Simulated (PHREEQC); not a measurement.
Make-up at 25 °C: 0.0029 mol/kgw CaSO4, 0.038 mol/kgw Na2SO4 and 0.00077 mol/kgw KCl. Closed to the air; pH follows from the charge balance.

Equilibrium calculation in PHREEQC: ion-association model, phreeqc.dat.

- ionic strength = 0.112 mol/kgw
- specific conductance = 7110 µS/cm
- density = 1.002 g/cm³

| species | molality | activity | log γ |
|---|---|---|---|
| Na+ | 0.0715 | 0.0557 | -0.109 |
| SO4-2 | 0.0350 | 0.0126 | -0.445 |
| NaSO4- | 0.00449 | 0.00351 | -0.107 |
| Ca+2 | 0.00159 | 0.000601 | -0.422 |
| CaSO4 | 0.00131 | 0.00135 | 0.011 |
| Cl- | 0.000770 | 0.000584 | -0.120 |

This is a speciation only: nothing precipitates in the calculation. Complexes and solids missing from the database can't appear.
